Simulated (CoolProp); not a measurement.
Vapour-liquid equilibrium of dimethyl ether (1) + chloromethane (R40) (2) at 264.7 K; x and y are mole fractions of (1).

Model: multi-fluid Helmholtz-energy mixture model, Wu 2011 and Thol 2014; pair parameters Bell 2016, in CoolProp.

```json
[
 {"x": "0.05", "bubble pressure, mixture model (MPa)": "0.1887", "bubble pressure, Raoult's law (MPa)": "0.1906", "y, mixture model": "0.043", "y, Raoult's law": "0.051"},
 {"x": "0.125", "bubble pressure, mixture model (MPa)": "0.1864", "bubble pressure, Raoult's law (MPa)": "0.1911", "y, mixture model": "0.111", "y, Raoult's law": "0.128"},
 {"x": "0.2", "bubble pressure, mixture model (MPa)": "0.1846", "bubble pressure, Raoult's law (MPa)": "0.1915", "y, mixture model": "0.183", "y, Raoult's law": "0.205"},
 {"x": "0.275", "bubble pressure, mixture model (MPa)": "0.1832", "bubble pressure, Raoult's law (MPa)": "0.1920", "y, mixture model": "0.260", "y, Raoult's law": "0.281"},
 {"x": "0.35", "bubble pressure, mixture model (MPa)": "0.1822", "bubble pressure, Raoult's law (MPa)": "0.1924", "y, mixture model": "0.340", "y, Raoult's law": "0.357"},
 {"x": "0.425", "bubble pressure, mixture model (MPa)": "[?]", "bubble pressure, Raoult's law (MPa)": "0.1928", "y, mixture model": "0.423", "y, Raoult's law": "0.432"},
 {"x": "0.5", "bubble pressure, mixture model (MPa)": "0.1819", "bubble pressure, Raoult's law (MPa)": "0.1933", "y, mixture model": "0.506", "y, Raoult's law": "0.508"},
 {"x": "0.575", "bubble pressure, mixture model (MPa)": "0.1826", "bubble pressure, Raoult's law (MPa)": "0.1937", "y, mixture model": "0.589", "y, Raoult's law": "0.582"},
 {"x": "0.65", "bubble pressure, mixture model (MPa)": "0.1838", "bubble pressure, Raoult's law (MPa)": "0.1942", "y, mixture model": "[?]", "y, Raoult's law": "0.657"},
 {"x": "0.725", "bubble pressure, mixture model (MPa)": "0.1856", "bubble pressure, Raoult's law (MPa)": "0.1946", "y, mixture model": "[?]", "y, Raoult's law": "0.731"},
 {"x": "0.8", "bubble pressure, mixture model (MPa)": "0.1879", "bubble pressure, Raoult's law (MPa)": "0.1950", "y, mixture model": "0.825", "y, Raoult's law": "0.805"},
 {"x": "0.875", "bubble pressure, mixture model (MPa)": "0.1907", "bubble pressure, Raoult's law (MPa)": "0.1955", "y, mixture model": "0.895", "y, Raoult's law": "0.878"},
 {"x": "0.95", "bubble pressure, mixture model (MPa)": "0.1939", "bubble pressure, Raoult's law (MPa)": "0.1959", "y, mixture model": "0.960", "y, Raoult's law": "0.951"}
]
```

What belongs in the gaps?


- 0.425, bubble pressure, mixture model (MPa): 0.1818
- 0.65, y, mixture model: 0.671
- 0.725, y, mixture model: 0.750

The largest gap from Raoult's law is -5.9 % in bubble pressure, at x = 0.5. y crosses x between x = 0.425 and 0.5: the model has an azeotrope there.

The pair parameters rest on a limited set of measurements; away from them the model extrapolates.
